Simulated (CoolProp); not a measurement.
R1234yf along the isobar 17.3 MPa: Z from the reference equation and from simpler models built on Tc = 94.7 °C, pc = 3.384 MPa, ω = 0.276; each cubic takes its own stable root.

Model: reference Helmholtz-energy equation of state, Lemmon 2022, in CoolProp.

| T (°C) | phase | reference |
|---|---|---|
| -112.15 | liquid | 0.9842 |
| -107.25 | liquid | 0.9624 |
| -102.35 | liquid | 0.9420 |
| -97.45 | liquid | 0.9228 |
| -92.55 | liquid | 0.9048 |
| -87.65 | liquid | 0.8877 |
| -82.75 | liquid | 0.8716 |
| -77.85 | liquid | 0.8565 |
| -72.95 | liquid | 0.8421 |
| -67.95 | liquid | 0.8283 |
| -63.05 | liquid | 0.8155 |
| -58.15 | liquid | 0.8034 |
| -53.25 | liquid | 0.7919 |
| -48.35 | liquid | 0.7811 |
| -43.45 | liquid | 0.7708 |

**Question.** How far does each simpler model (van der Waals, Soave-Redlich-Kwong, Peng-Robinson) lie from the reference over these 15 states: mean and median of the absolute difference, and the worst?

**Answer.** 
- van der Waals: mean 64.6 %, median 64.6 %, worst +68.3 % at -112.15 °C and 17.3 MPa
- Soave-Redlich-Kwong: mean 12.1 %, median 12.0 %, worst +14.0 % at -112.15 °C and 17.3 MPa
- Peng-Robinson: mean 0.9 %, median 0.9 %, worst +1.8 % at -112.15 °C and 17.3 MPa
